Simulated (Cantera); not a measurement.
A perfectly stirred reactor is fed with 0.201 % CO, 4.21 % O2, 0.0172 % H2O, 95.6 % N2, equivalence ratio 0.024, at 7500 Torr; it is held at 1273 K, and followed from long to short residence time.

Detailed kinetics in Cantera: GRI-Mech 3.0 (53 species, 325 reactions).

x: mole fraction; the columns are a selection and need not sum to one.

| τ (s) | x CO | x O2 | x H2O | x N2O | x H2O2 | x NO2 | x H |
|---|---|---|---|---|---|---|---|
| 28 | 7.63e-6 | 0.0411 | 0.000172 | 5.47e-7 | 4.17e-11 | 1.18e-7 | 7.08e-11 |
| 12 | 1.61e-5 | 0.0411 | 0.000172 | 8.69e-7 | 6.11e-11 | 1.65e-7 | 1.44e-10 |
| 4.9 | 3.65e-5 | 0.0411 | 0.000172 | 1.40e-6 | 1.10e-10 | 2.21e-7 | 3.05e-10 |
| 2.1 | 7.99e-5 | 0.0411 | 0.000172 | 2.09e-6 | 2.37e-10 | 2.61e-7 | 6.11e-10 |
| 0.88 | 0.000176 | 0.0412 | 0.000172 | 2.89e-6 | 5.72e-10 | 2.60e-7 | ? |
| 0.37 | 0.000363 | 0.0413 | 0.000172 | 3.49e-6 | 1.30e-9 | 2.07e-7 | ? |
| 0.16 | 0.000665 | 0.0414 | 0.000172 | 3.50e-6 | 2.48e-9 | 1.25e-7 | ? |
| 0.065 | 0.00109 | 0.0416 | 0.000171 | 2.76e-6 | 4.04e-9 | 5.09e-8 | ? |
| 0.028 | 0.00147 | 0.0418 | 0.000171 | 1.75e-6 | 5.24e-9 | 1.56e-8 | ? |
| 0.012 | 0.00175 | 0.0419 | 0.000171 | 9.04e-7 | 5.76e-9 | 3.50e-9 | 8.40e-9 |
| 0.0049 | 0.00190 | 0.0420 | 0.000171 | 3.75e-7 | 5.29e-9 | 5.21e-10 | 7.98e-9 |

Problem. Fill in the missing entries.

Solution. 
- 0.88, x H: 1.21e-9
- 0.37, x H: 2.29e-9
- 0.16, x H: 3.88e-9
- 0.065, x H: 5.95e-9
- 0.028, x H: 7.59e-9
